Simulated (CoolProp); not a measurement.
Sulfur dioxide along the isotherm 138.05 °C: density (kg/m³) from the reference equation and from simpler models built on Tc = 157.5 °C, pc = 7.887 MPa, ω = 0.256; each cubic takes its own stable root.

Computed with CoolProp (reference Helmholtz-energy equation of state, Gao 2016).

```
p (MPa)   phase  reference  Redlich-Kwong  Peng-Robinson
-------  ------  ---------  -------------  -------------
1.31        gas      26.44          26.33          26.56
2.63        gas      58.20          57.56            ___
3.94        gas        ___          96.13          99.43
5.26        gas      160.0          150.7          160.0
6.57     liquid      923.9          719.5            ___
7.89     liquid      952.1          762.3          887.6
9.2      liquid        ___          793.0          916.4
10.5     liquid      991.2          817.6          940.2
11.8     liquid       1006            ___          960.9
```

Q: Complete the blanks.

A: 
- 2.63, Peng-Robinson: 58.69
- 3.94, reference: 98.50
- 6.57, Peng-Robinson: 850.5
- 9.2, reference: 973.6
- 11.8, Redlich-Kwong: 838.3
